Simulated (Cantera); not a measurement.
A closed system holds: 1 mol Ti(OiPr)4, 15 mol O2, 4 mol H2, equilibrated at 1775 K and 8.80 mbar.

Method: chemical equilibrium by Gibbs-energy minimisation in Cantera with the NASA 1993 tables (ideal gas, pure condensed phases). Candidate condensed phases: C, C6H6, C7H8, C8H18, H2O, Ti, TiC, TiO, TiO2, Ti2O3, Ti3O5, Ti4O7; 113 gas species. The feed counts by its element totals alone. Rates play no part.

Base state: H2O 0.469, CO 0.203, CO2 0.197, H2 0.130, H 0.00111, OH 0.000250 (mole fractions); condensed: TiO2(rutile).

### Question
What changes in the equilibrium state with this change: O2 from 15 to 0.12 mol?

### Answer
```json
[
 {"species": "H2", "before": "0.130", "after": "0.807"},
 {"species": "CO", "before": "0.203", "after": "0.190"},
 {"species": "H", "before": "0.00111", "after": "0.00277"},
 {"species": "H2O", "before": "0.469", "after": "4.37e-7"},
 {"species": "CO2", "before": "0.197", "after": "2.77e-8"},
 {"species": "OH", "before": "0.000250", "after": "<1e-9"},
 {"species": "C2H2 (acetylene)", "before": "<1e-9", "after": "0.000115"},
 {"species": "TiO2(rutile), mol", "before": "1.000", "after": "0"},
 {"species": "C(graphite), mol", "before": "0", "after": "6.75"},
 {"species": "TiC(s), mol", "before": "0", "after": "1.00"}
]
```
TiC: taken at fixed stoichiometry.
